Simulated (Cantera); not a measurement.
Feed: 1 mol CH3SiCl3, 0.22 mol C3H8, 18 mol H2, at 1473 K and 1.70 mbar.

Method: chemical equilibrium by Gibbs-energy minimisation in Cantera with the NASA 1993 tables (ideal gas, pure condensed phases). Candidate condensed phases: C, C6H6, C7H8, C8H18, Si, SiC; 109 gas species. The feed counts by its element totals alone. The numbers say what is thermodynamically allowed, not how fast it happens.

Base state: H2 0.863, HCl 0.136, SiCl2 0.000442, H 0.000285, Cl 3.64e-5 (mole fractions); condensed: C(graphite) + SiC(s).

What changes in the equilibrium state with this change: CH3SiCl3 replaced by SiH2Cl2?


```
species             before     after
----------------  --------  --------
H2                   0.863     0.919
HCl                  0.136    0.0658
SiCl2             0.000442    0.0148
SiCl3              7.94e-6  0.000124
Cl                 3.64e-5   1.71e-5
H                 0.000285  0.000294
C(graphite), mol     0.670         0
SiC(s), mol          0.990     0.660
Si(s), mol               0    0.0280
```
Mutual solubility and eutectic melting of coexisting phases are not modelled. The tables' values for SiCl3 are old estimates; treat these amounts as uncertain.

What changes in the equilibrium state with this change: CH3SiCl3 replaced by SiF4?


| species | before | after |
|---|---|---|
| H2 | 0.863 | 0.930 |
| SiF4 | 0 | 0.0368 |
| HF | 0 | 0.0224 |
| HCl | 0.136 | 0 |
| SiF3 | 0 | 0.00858 |
| SiF2 | 0 | 0.00120 |
| SiHF3 | 0 | 0.000614 |
| SiCl2 | 0.000442 | 0 |
| Cl | 3.64e-5 | 0 |
| C(graphite), mol | 0.670 | 0.605 |
| SiC(s), mol | 0.990 | 0.0544 |
The tables' values for SiF3, SiF2 are old estimates; treat these amounts as uncertain.
